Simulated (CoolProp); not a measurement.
The numbers come from the reference Helmholtz-energy equation of state, Zhou 2011 in CoolProp.

Task: Give the vapour pressure (MPa), liquid density (kg/m³), vapour Z of saturated dimethyl carbonate at 508.4 K.

Result: 
```tsv
T (K)	p (MPa)	liquid density (kg/m³)	vapour Z
508.4	2.41	713	0.701
```
